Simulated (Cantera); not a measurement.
**Equilibrium for aluminium nitride and oxide growth: Al + N₂ + H₂ + NH₃**

A closed system holds: 1 mol Al, 99 mol N₂, 120 mol H₂, 470 mol NH₃, equilibrated at 0.970 bar.

Method: chemical equilibrium by Gibbs-energy minimisation in Cantera with the NASA 1993 tables (ideal gas, pure condensed phases). Candidate condensed phases: Al, AlN; 13 gas species. Rates play no part.

```json
[
 {"T (K)": "600", "x H₂": "0.702", "x N₂": "0.285", "x NH₃": "0.0127", "x H": "<1e-12", "x Al": "<1e-12", "x AlH": "<1e-12", "n AlN(s)": "1.00"},
 {"T (K)": "800", "x H₂": "0.711", "x N₂": "0.288", "x NH₃": "0.000933", "x H": "2.48e-12", "x Al": "<1e-12", "x AlH": "<1e-12", "n AlN(s)": "1.00"},
 {"T (K)": "1000", "x H₂": "0.712", "x N₂": "0.288", "x NH₃": "0.000182", "x H": "1.94e-9", "x Al": "<1e-12", "x AlH": "<1e-12", "n AlN(s)": "1.00"},
 {"T (K)": "1200", "x H₂": "0.712", "x N₂": "0.288", "x NH₃": "5.98e-5", "x H": "1.69e-7", "x Al": "<1e-12", "x AlH": "<1e-12", "n AlN(s)": "1.00"},
 {"T (K)": "1400", "x H₂": "0.712", "x N₂": "0.288", "x NH₃": "2.67e-5", "x H": "4.17e-6", "x Al": "3.13e-12", "x AlH": "4.76e-12", "n AlN(s)": "1.00"},
 {"T (K)": "1600", "x H₂": "0.712", "x N₂": "0.288", "x NH₃": "1.46e-5", "x H": "4.66e-5", "x Al": "2.93e-9", "x AlH": "2.04e-9", "n AlN(s)": "1.000"},
 {"T (K)": "1800", "x H₂": "0.712", "x N₂": "0.288", "x NH₃": "9.12e-6", "x H": "0.000307", "x Al": "5.87e-7", "x AlH": "2.22e-7", "n AlN(s)": "0.999"},
 {"T (K)": "2000", "x H₂": "0.711", "x N₂": "0.288", "x NH₃": "6.26e-6", "x H": "0.00139", "x Al": "4.00e-5", "x AlH": "9.30e-6", "n AlN(s)": "0.943"},
 {"T (K)": "2200", "x H₂": "0.707", "x N₂": "0.287", "x NH₃": "4.59e-6", "x H": "0.00481", "x Al": "0.000744", "x AlH": "0.000116", "n AlN(s)": "0"}
]
```
x: gas mole fraction; n: condensed amount in mol.

From 600 K to 2000 K the condensed part is AlN(s). At 2200 K nothing is condensed.
